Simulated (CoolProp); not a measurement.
Vapour-liquid equilibrium of p-xylene (1) + n-undecane (2) at 364 kPa; x and y are mole fractions of (1).

Values from CoolProp's multi-fluid Helmholtz-energy mixture model, Zhou 2012 and Aleksandrov 2011; pair parameters Bell 2016.

```tsv
x	bubble temperature, mixture model (K)	bubble temperature, Raoult's law (K)	y, mixture model	y, Raoult's law
0.05	524.9	523.9	0.109	0.138
0.125	518.8	516.8	0.256	0.307
0.2	512.9	510.4	0.384	0.442
0.275	507.3	504.5	[?]	0.551
0.35	502.0	499.2	0.589	0.640
0.425	496.9	494.3	0.670	0.713
0.5	492.1	489.7	0.739	0.774
0.575	487.6	485.6	0.798	0.825
0.65	483.4	481.7	0.848	0.868
0.725	[?]	478.1	0.891	0.905
0.8	475.6	474.7	0.927	0.936
0.875	472.1	471.6	[?]	0.963
0.95	468.8	468.6	[?]	0.986
```

Task: Fill in the missing entries.

Result: 
- 0.275, y, mixture model: 0.494
- 0.725, bubble temperature, mixture model (K): 479.4
- 0.875, y, mixture model: 0.958
- 0.95, y, mixture model: 0.985

The largest gap from Raoult's law is +2.8 K in bubble temperature, at x = 0.35. No azeotrope shows between x = 0.05 and 0.95.

The pair parameters rest on a limited set of measurements; away from them the model extrapolates.
